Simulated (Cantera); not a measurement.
An adiabatic, constant-pressure homogeneous reactor starts with 31.5 % CO, 1.20 % H2, 11.7 % O2, 43.7 % N2, 12.0 % H2O, equivalence ratio 1.4, at 1473 K and 130000 Pa.

Model: GRI-Mech 3.0 (53 species, 325 reactions), integrated in Cantera.

Problem. Predict: time of steepest temperature rise; temperature at 2.00 s; equilibrium temperature; x(CO) at 2.00 s; x(H2) at 2.00 s; x(O2) at 2.00 s; x(NO2) at 2.00 s; x(H2O2) at 2.00 s; x(H) at 2.00 s.

Solution. 
```
Property                                                            Result
---------------------------------  ---------------------------------------
time of steepest temperature rise                                  44.5 µs
temperature at 2.00 s                                               2696 K
equilibrium temperature                                             2696 K
x(CO) at 2.00 s                        0.137 (gas-phase equilibrium 0.137)
x(H2) at 2.00 s                      0.0121 (gas-phase equilibrium 0.0121)
x(O2) at 2.00 s                      0.0163 (gas-phase equilibrium 0.0163)
x(NO2) at 2.00 s                   1.60e-6 (gas-phase equilibrium 1.60e-6)
x(H2O2) at 2.00 s                  1.85e-7 (gas-phase equilibrium 1.85e-7)
x(H) at 2.00 s                     0.00543 (gas-phase equilibrium 0.00543)
```
